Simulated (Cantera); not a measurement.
An isothermal, constant-pressure homogeneous reactor starts with H2 : O2 : N2 = 1.5 : 1 : 0.52 (molar parts), equivalence ratio 0.75, at 800 K and 0.132 atm.

Model: the H2/O2 subset of GRI-Mech 3.0, which has no nitrogen chemistry, integrated in Cantera. Radical loss at walls, strong at low pressure, is not modelled. Below about 950 K walls govern HO2 and H2O2 in real vessels. The temperature is held fixed by assumption; the heat of reaction is taken as removed at once.

Predict: x(H2) at 80.0 s; x(O2) at 80.0 s; x(O) at 80.0 s; x(H2O2) at 80.0 s; x(HO2) at 80.0 s; x(OH) at 80.0 s.


```
Item                                                 Result
-----------------  ----------------------------------------
x(H2) at 80.0 s        0.372 (gas-phase equilibrium <1e-12)
x(O2) at 80.0 s         0.275 (gas-phase equilibrium 0.110)
x(O) at 80.0 s       2.59e-9 (gas-phase equilibrium <1e-12)
x(H2O2) at 80.0 s  0.00133 (gas-phase equilibrium 9.29e-12)
x(HO2) at 80.0 s   1.44e-5 (gas-phase equilibrium 1.64e-11)
x(OH) at 80.0 s     1.54e-9 (gas-phase equilibrium 3.17e-9)
```
